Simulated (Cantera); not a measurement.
# Premixed flame

A freely propagating, adiabatic, planar premixed flame of 10.5 % CO, 12.6 % H2, 12.7 % O2, 61.9 % N2, 2.41 % H2O, unburnt at 650 K and 3750 Torr; multicomponent+Soret transport, grid criteria slope 0.08 and curve 0.16, no radiation.

Model: GRI-Mech 3.0 (53 species, 325 reactions), integrated in Cantera. The hydrogen kinetics of GRI-Mech 3.0 are dated; newer H2 mechanisms differ, most at raised pressure. Burning velocities carry a grid error of a few per cent, more on coarse grids.

| z (mm) | T (K) | u (m/s) | x CO | x H2 | x O2 | x HO2 | x OH | x N2O |
|---|---|---|---|---|---|---|---|---|
| -0.275 | 650 | 1.99 | 0.105 | 0.125 | 0.127 | <1e-8 | <1e-8 | <1e-8 |
| -0.184 | 650 | 1.99 | 0.105 | 0.124 | 0.127 | 1.16e-7 | <1e-8 | <1e-8 |
| -0.138 | 650 | 1.99 | 0.105 | 0.121 | 0.127 | 8.10e-7 | <1e-8 | <1e-8 |
| -0.0918 | 654 | 1.98 | 0.106 | 0.112 | 0.128 | 1.01e-5 | <1e-8 | <1e-8 |
| -0.0459 | 722 | 2.13 | 0.108 | 0.0840 | 0.130 | 0.000303 | 5.73e-6 | <1e-8 |
| -0.0230 | 978 | 2.83 | 0.103 | 0.0583 | 0.118 | 0.000534 | 0.000361 | 3.05e-8 |
| 0 | 1375 | 3.94 | 0.0876 | 0.0300 | 0.0867 | 0.000242 | 0.00206 | 1.82e-7 |
| 0.0230 | 1653 | 4.69 | 0.0673 | 0.0132 | 0.0586 | 0.000111 | 0.00500 | 4.36e-7 |
| 0.0459 | 1811 | 5.09 | 0.0511 | 0.00870 | 0.0450 | 6.31e-5 | 0.00688 | 5.91e-7 |
| 0.0918 | 1976 | 5.49 | 0.0335 | 0.00710 | 0.0346 | 3.17e-5 | 0.00783 | 6.80e-7 |
| 0.184 | 2111 | 5.82 | 0.0214 | 0.00538 | 0.0277 | 1.51e-5 | 0.00727 | 7.28e-7 |
| 0.367 | 2203 | 6.03 | 0.0141 | 0.00349 | 0.0234 | 7.40e-6 | 0.00591 | 7.48e-7 |
| 0.734 | 2261 | 6.17 | 0.00893 | 0.00216 | 0.0206 | 4.11e-6 | 0.00464 | 6.76e-7 |
x: mole fraction of selected species; z is measured from the peak of heat release.

* **laminar burning velocity**: 199 cm/s
* **thermal thickness**: 0.0918 mm
* **peak x(HO2)**: 0.000584
* **peak x(OH)**: 0.00784
* **grid points**: 106
